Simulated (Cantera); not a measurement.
A perfectly stirred reactor is fed with C2H4 : O2 : N2 : H2O = 1 : 6.12 : 23 : 0.33 (molar parts), equivalence ratio 0.49, at 7500 Torr; it is adiabatic with a 725 K inlet, and is followed from long to short residence time, starting on the burning branch (τ in s: 0.059, 0.023, 0.009, 0.0035, 0.0014, 0.00054, 0.00021, 8.2e-05, 3.2e-05).

Cantera simulation using GRI-Mech 3.0 (53 species, 325 reactions); the numbers are that mechanism's predictions, not measurements. GRI-Mech 3.0 was tuned for natural gas; its chemistry of ethylene as a main component is partial and can be far from experiment.

x: mole fraction; the columns are a selection and need not sum to one.

```json
[
 {"τ (s)": "0.059", "T (K)": "1911", "x C2H4": "…", "x O2": "0.102", "x C2H": "7.75e-10", "x CO": "0.000110", "x HCO": "1.66e-9", "x N2O": "8.69e-7", "x H2": "1.49e-5"},
 {"τ (s)": "0.023", "T (K)": "1910", "x C2H4": "…", "x O2": "0.102", "x C2H": "1.77e-9", "x CO": "0.000201", "x HCO": "4.26e-9", "x N2O": "1.08e-6", "x H2": "2.02e-5"},
 {"τ (s)": "0.0090", "T (K)": "1908", "x C2H4": "…", "x O2": "0.102", "x C2H": "3.72e-9", "x CO": "0.000385", "x HCO": "1.10e-8", "x N2O": "1.51e-6", "x H2": "3.12e-5"},
 {"τ (s)": "0.0035", "T (K)": "1903", "x C2H4": "…", "x O2": "0.103", "x C2H": "7.26e-9", "x CO": "0.000742", "x HCO": "2.89e-8", "x N2O": "2.22e-6", "x H2": "5.29e-5"},
 {"τ (s)": "0.0014", "T (K)": "1896", "x C2H4": "…", "x O2": "0.103", "x C2H": "1.30e-8", "x CO": "0.00140", "x HCO": "7.54e-8", "x N2O": "3.12e-6", "x H2": "9.18e-5"},
 {"τ (s)": "0.00054", "T (K)": "1882", "x C2H4": "…", "x O2": "0.103", "x C2H": "2.21e-8", "x CO": "0.00268", "x HCO": "2.08e-7", "x N2O": "3.89e-6", "x H2": "0.000165"},
 {"τ (s)": "0.00021", "T (K)": "1856", "x C2H4": "…", "x O2": "0.105", "x C2H": "3.45e-8", "x CO": "0.00514", "x HCO": "5.81e-7", "x N2O": "4.03e-6", "x H2": "0.000293"},
 {"τ (s)": "8.2e-5", "T (K)": "1809", "x C2H4": "…", "x O2": "0.107", "x C2H": "4.78e-8", "x CO": "0.00993", "x HCO": "1.63e-6", "x N2O": "3.45e-6", "x H2": "0.000513"},
 {"τ (s)": "3.2e-5", "T (K)": "1705", "x C2H4": "…", "x O2": "0.114", "x C2H": "5.11e-8", "x CO": "0.0207", "x HCO": "4.67e-6", "x N2O": "2.10e-6", "x H2": "0.000961"}
]
```

Problem. Complete the blanks.

Solution. 
- 0.059, x C2H4: 1.79e-6
- 0.023, x C2H4: 4.02e-6
- 0.0090, x C2H4: 8.30e-6
- 0.0035, x C2H4: 1.61e-5
- 0.0014, x C2H4: 2.93e-5
- 0.00054, x C2H4: 5.39e-5
- 0.00021, x C2H4: 9.98e-5
- 8.2e-5, x C2H4: 0.000199
- 3.2e-5, x C2H4: 0.000551
